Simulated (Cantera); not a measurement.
Input (Python, Cantera) and output of one run.

```python
import numpy as np
import cantera as ct

gas_names = """
    Hg N NO NO2 NO3 N2 N2O O O2 O3
""".split()
cond_names = """
    Hg(cr) Hg(L) HgO(s)
""".split()


def load(file, names, dense=False):
    # The tables refer to 1 bar. Condensed volumes are neglected.
    table = {s.name: s for s in ct.Species.list_from_file(file)}
    out = []
    for n in names:
        d = dict(table[n].input_data)
        d["thermo"] = dict(d["thermo"], **{"reference-pressure": 1e5})
        if dense:
            d["equation-of-state"] = {"model": "constant-volume", "density": "1e6 g/cm^3"}
        out.append(ct.Species.from_dict(d))
    return out


gas = ct.Solution(thermo="ideal-gas", species=load("nasa_gas.yaml", gas_names))
cond = {s.name: ct.Solution(thermo="fixed-stoichiometry", species=[s], name=s.name)
        for s in load("nasa_condensed.yaml", cond_names, dense=True)}
atoms = {
    'Hg': {'Hg': 1},
    'N2': {'N': 2},
    'O2': {'O': 2},
}
top_T = {}  # K; cautious upper limits of use, not melting points


def equilibrate(T, P, feed):
    n = {}
    for name, mol in feed.items():
        for a, k in atoms[name].items():
            n[a] = n.get(a, 0.0) + k * mol
    gas.TPX = T, P, n
    mass = sum(n.values()) * gas.mean_molecular_weight
    gas.equilibrate("TP")
    valid = [c for c in cond.values() if c.min_temp <= T <= top_T.get(c.name, c.max_temp)]
    mix = ct.Mixture([(gas, mass / gas.mean_molecular_weight)] + [(c, 0.0) for c in valid])
    mix.T, mix.P = T, P
    mix.equilibrate("TP", solver="vcs", rtol=1e-11, max_steps=5000)
    return mix


results = []
feed = {'Hg': 1, 'N2': 0.19, 'O2': 0.012}  # mol
T = 1500  # K
P = 360  # Pa
mix = equilibrate(T, P, feed)
results.append((T, P, feed, dict(zip(mix.species_names, mix.species_moles))))
print(gas.report(threshold=1e-05))
for i in range(1, mix.n_phases):
    print(f"{mix.phase(i).name:16s} {mix.phase_moles(i):12.5e} mol")
```

Output:

```
       temperature   1500 K
          pressure   360 Pa
           density   0.0049541 kg/m^3
  mean mol. weight   171.63 kg/kmol
   phase of matter   gas

                          1 kg             1 kmol
                     ---------------   ---------------
          enthalpy        4.5639e+05        7.8329e+07  J
   internal energy        3.8372e+05        6.5858e+07  J
           entropy            1545.1        2.6518e+05  J/K
    Gibbs function       -1.8613e+06       -3.1945e+08  J
 heat capacity c_p            134.89             23151  J/K
 heat capacity c_v            86.443             14836  J/K

                      mass frac. Y      mole frac. X     chem. pot. / RT
                     ---------------   ---------------   ---------------
                Hg           0.97234           0.83194           -23.969
                NO        2.0821e-05        0.00011909           -35.754
                N2          0.025791           0.15801           -33.484
                O2         0.0018495         0.0099204           -38.023
     [   +6 minor]        6.2976e-07        6.7397e-06

Hg(L)             0.00000e+00 mol
```

These are equilibrium values from Cantera (NASA tables, ideal gas, pure condensed phases), not measurements of a reactor.
